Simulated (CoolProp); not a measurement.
Vapour-liquid equilibrium of propane (1) + R134a (2) at 6.61 bar; x and y are mole fractions of (1).

Values from CoolProp's multi-fluid Helmholtz-energy mixture model, Lemmon 2009 and Tillner-Roth 1994; pair parameters Bell 2016.

| x | bubble temperature (°C) | y at the bubble point | dew temperature at overall composition x (°C) | liquid density (mol/L) |
|---|---|---|---|---|
| 0.05 | 18.5 | 0.190 | 23.2 | 11.94 |
| 0.125 | 12.2 | 0.364 | [?] | [?] |
| 0.2 | 8.5 | 0.459 | 18.1 | [?] |
| 0.275 | 6.5 | 0.515 | 15.5 | 11.88 |
| 0.35 | 5.3 | 0.551 | 12.7 | 11.81 |
| 0.425 | 4.5 | 0.578 | [?] | 11.73 |
| 0.5 | 4.1 | 0.599 | 7.0 | 11.68 |
| 0.575 | [?] | 0.620 | 4.6 | 11.64 |
| 0.65 | 3.8 | 0.644 | 3.8 | [?] |
| 0.725 | 4.0 | 0.674 | 4.6 | 11.63 |
| 0.8 | 4.5 | 0.717 | 6.2 | 11.64 |
| 0.875 | 5.8 | 0.781 | 8.0 | 11.66 |
| 0.95 | 8.4 | 0.888 | 10.0 | 11.66 |

Problem. Complete the blanks.

Solution. 
- 0.125, dew temperature at overall composition x (°C): 20.7
- 0.125, liquid density (mol/L): 11.98
- 0.2, liquid density (mol/L): 11.95
- 0.425, dew temperature at overall composition x (°C): 9.8
- 0.575, bubble temperature (°C): 3.9
- 0.65, liquid density (mol/L): 11.62

y crosses x between x = 0.575 and 0.65: the model has an azeotrope there.

Pair parameters are fitted to limited data, so mixtures are less certain than the pure fluids. With so large a gap from Raoult's law the liquid may split in two, which this calculation doesn't test in full.
